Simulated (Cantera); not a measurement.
Reactions in the system Cu-F-H-N

Cantera with NASA thermochemical tables; ideal gases at 1 bar, condensed phases pure. Values are per mole of reaction as written; species without (g) are pure solids or liquids, kept so even where they would boil at 1 bar.

2 N(g) + 6 HF(g) + 3 Cu → 3 CuF2 + 2 NH3(g)

| T (K) | ΔH° (kJ) | ΔS° (J/K) | ΔG° (kJ) | log10 K | condensed phases |
|---|---|---|---|---|---|
| 625 | -1014.2 | -823.9 | -499.3 | 41.73 | Cu(s), CuF2(s) |
| 725 | -1009.3 | -816.5 | -417.3 | 30.06 | Cu(s), CuF2(s) |
| 825 | -1003.2 | -808.8 | -336.0 | 21.27 | Cu(s), CuF2(s) |
| 925 | -996.5 | -801.0 | -255.5 | 14.43 | Cu(s), CuF2(s) |
| 1025 | -989.2 | -793.5 | -175.8 | 8.96 | Cu(s), CuF2(s) |
| 1125 | -815.3 | -636.5 | -99.2 | 4.61 | Cu(s), CuF2(l) |
| 1225 | -805.0 | -627.8 | -36.0 | 1.54 | Cu(s), CuF2(l) |
| 1325 | -794.9 | -619.9 | 26.4 | -1.04 | Cu(s), CuF2(l) |
